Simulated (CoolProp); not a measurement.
Computed with CoolProp (reference Helmholtz-energy equation of state, Marx 1992).

**Question.** For R113, give the phase and the speed of sound (m/s), Joule-Thomson coefficient (K/MPa) at 226.85 °C and 4.24 MPa; 226.85 °C and 6.36 MPa.

**Answer.** 
- 226.85 °C and 4.24 MPa: supercritical; speed of sound 87.0, Joule-Thomson coefficient 10.1
- 226.85 °C and 6.36 MPa: supercritical; speed of sound 184, Joule-Thomson coefficient 1.92
